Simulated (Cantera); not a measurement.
A Cantera script and its output.

```python
import numpy as np
import cantera as ct

gas = ct.Solution("gri30.yaml")
gas.TP = 300, 101325
flame = ct.CounterflowDiffusionFlame(gas, width=0.02)
flame.fuel_inlet.X, flame.fuel_inlet.T = {'CH4': 1}, 423
flame.oxidizer_inlet.X, flame.oxidizer_inlet.T = {'O2': 0.23, 'N2': 0.77}, 423
flame.set_refine_criteria(ratio=3, slope=0.12, curve=0.24, prune=0.03)
show = ['OH', 'H', 'NO', 'CO', 'C2H2']

rows = []
print(f"{'mdot':>8s}{'a_max':>10s}{'a_mean':>10s}{'Tmax/K':>9s}" + "".join(f"{s:>11s}" for s in show) + "   (peak mole fractions)")
for i, mdot in enumerate([0.25, 0.34, 0.45, 0.6, 0.8, 1.1, 1.4, 1.9, 2.5]):  # kg/m2/s on the oxidiser side
    flame.oxidizer_inlet.mdot, flame.fuel_inlet.mdot = mdot, 0.73 * mdot
    flame.solve(loglevel=0, auto=(i == 0))
    if flame.T.max() < max(423, 423) + 100:
        print(f"{mdot:8.3g}  no burning solution found from the previous one")
        break
    dT = np.abs(np.gradient(flame.T, flame.grid))
    rows.append([flame.strain_rate("max"), flame.strain_rate("mean"), flame.T.max(),
                 *(flame.X[gas.species_index(s)].max() for s in show), max(dT[0], dT[-1]) / dT.max()])
    print(f"{mdot:8.3g}{rows[-1][0]:10.1f}{rows[-1][1]:10.1f}{rows[-1][2]:9.1f}" + "".join(f"{x:11.3e}" for x in rows[-1][3:-1]))
```

It prints:

```
    mdot     a_max    a_mean   Tmax/K         OH          H         NO         CO       C2H2   (peak mole fractions)
    0.25     177.1      34.7   2179.6  9.542e-03  4.637e-03  3.271e-04  6.343e-02  1.589e-02
    0.34     230.2      47.2   2165.3  9.518e-03  4.823e-03  3.050e-04  6.226e-02  1.500e-02
    0.45     296.4      62.5   2153.8  9.486e-03  5.002e-03  2.849e-04  6.146e-02  1.428e-02
     0.6     382.5      83.4   2142.2  9.432e-03  5.181e-03  2.628e-04  6.073e-02  1.357e-02
     0.8     493.0     111.2   2130.8  9.371e-03  5.358e-03  2.392e-04  6.021e-02  1.290e-02
     1.1     655.7     152.9   2116.0  9.222e-03  5.526e-03  2.095e-04  5.971e-02  1.209e-02
     1.4     814.3     194.5   2102.2  9.030e-03  5.613e-03  1.847e-04  5.939e-02  1.138e-02
     1.9    1077.0     264.0   2082.4  8.705e-03  5.667e-03  1.517e-04  5.913e-02  1.041e-02
     2.5    1388.8     347.4   2061.0  8.310e-03  5.635e-03  1.212e-04  5.904e-02  9.387e-03
```

Model: GRI-Mech 3.0 (53 species, 325 reactions), integrated in Cantera. GRI-Mech 3.0 has no aromatics or soot, which form on the fuel side of real flames. The maximum strain rate includes the flame's own expansion and is several times the mean.
